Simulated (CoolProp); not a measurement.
Computed with CoolProp (reference Helmholtz-energy equation of state, Zhou 2011).

### Question
Give the vapour pressure (MPa), vapour density (kg/m³), liquid cp (kJ/(kg K)) of saturated dimethyl carbonate at 440.8 K.

### Answer
| T (K) | p (MPa) | vapour density (kg/m³) | liquid cp (kJ/(kg K)) |
|---|---|---|---|
| 440.8 | 0.729 | 20.4 | 2.20 |
